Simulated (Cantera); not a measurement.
Charge: 1 mol V, 15 mol N2O, 2.2 mol N2, held at 927 °C and 13300 Pa.

Method: chemical equilibrium by Gibbs-energy minimisation in Cantera with the NASA 1993 tables (ideal gas, pure condensed phases). Candidate condensed phases: V, VN, VO, V2O3, V2O4, V2O5; 13 gas species. Condensed phases not in the tables: the oxides between V2O3 and V2O5 other than VO2. Gases not in the tables: V4O10. Rates play no part.

Base state: N2 0.733, O2 0.266, NO 0.000213 (mole fractions); condensed: V2O5(l).

What changes in the equilibrium state with this change: N2O from 15 to 0.3 mol?


| species | before | after |
|---|---|---|
| N2 | 0.733 | 1.00 |
| O2 | 0.266 | <1e-9 |
| NO | 0.000213 | <1e-9 |
| V2O5(l), mol | 0.500 | 0 |
| VN(s), mol | 0 | 0.800 |
| V2O3(s), mol | 0 | 0.100 |
Mutual solubility and eutectic melting of coexisting phases are not modelled. VN: taken at fixed stoichiometry. Condensed phases not in the tables: the oxides between V2O3 and V2O5 other than VO2, V2N.

What changes in the equilibrium state with this change: temperature from 927 °C to 1327 °C?


| species | before | after |
|---|---|---|
| N2 | 0.733 | 0.725 |
| O2 | 0.266 | 0.273 |
| NO | 0.000213 | 0.00212 |
| O | 3.54e-8 | 2.08e-5 |
| V2O5(l), mol | 0.500 | 0 |
| V2O4(s), mol | 0 | 0.500 |
